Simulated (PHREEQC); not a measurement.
Make-up at 20 °C: 0.095 mol NaH2PO4 and 0.0073 mol NaOH per kg of water. Closed to the air; pH follows from the charge balance.

The numbers come from PHREEQC with the ion-association model, phreeqc.dat.

No solid was allowed to form.

### Question
Order these P species by the share of P that they hold, largest first: NaHPO4-, HPO4-2, H2PO4-.

### Answer
H2PO4- (92 %), HPO4-2 (7.2 %), NaHPO4- (0.52 %)

The pH is 5.78 and the ionic strength 0.109 mol/kgw. Complexes and solids missing from the database can't appear.
